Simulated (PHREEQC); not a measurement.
Na2SO4 is added in steps, without added water, to 1 kg of water holding 0.013 mol/kgw H2SeO3 and 0.25 mol/kgw HCl, at 25 °C. The system is closed to oxygen. CO2 from the air is kept out. Only these solids could form: Halite, Mirabilite.

Base run: PHREEQC, ion-association model, wateq4f.dat. Each further column changes one thing. The table gives pH.

| Na2SO4 added (mol) | base | H2SeO3 replaced by Na2SeO3 at the same molality | 0.017 mol/kgw Na2CO3 added | HCl from 0.25 to 0.025 mol/kgw | no solid may form |
|---|---|---|---|---|---|
| 0 | 0.70 | 0.75 | 0.77 | 1.64 | 0.70 |
| 0.0625 | 0.81 | 0.87 | 0.89 | 2.02 | 0.81 |
| 0.125 | 0.92 | 0.98 | 1.01 | 2.16 | 0.92 |
| 0.2188 | 1.07 | 1.14 | 1.16 | 2.27 | 1.07 |
| 0.2812 | 1.15 | 1.22 | 1.25 | 2.32 | 1.15 |
| 0.3438 | 1.22 | 1.29 | 1.31 | 2.35 | 1.22 |
| 0.4062 | 1.28 | 1.34 | 1.37 | 2.38 | 1.28 |
| 0.4688 | 1.33 | 1.39 | 1.41 | 2.41 | 1.33 |
| 0.5312 | 1.36 | 1.42 | 1.44 | 2.43 | 1.36 |
| 0.625 | 1.41 | 1.47 | 1.49 | 2.45 | 1.41 |
| 0.6875 | 1.44 | 1.49 | 1.51 | 2.47 | 1.44 |
| 0.75 | 1.46 | 1.51 | 1.53 | 2.48 | 1.46 |

The ionic strength passes 0.7 mol/kgw, the rough limit of the ion-association models, in part of: base; H2SeO3 replaced by Na2SeO3 at the same molality; 0.017 mol/kgw Na2CO3 added; HCl from 0.25 to 0.025 mol/kgw; no solid may form. Solids allowed in the column '0.017 mol/kgw Na2CO3 added': Halite, Mirabilite, Nahcolite, Natron.
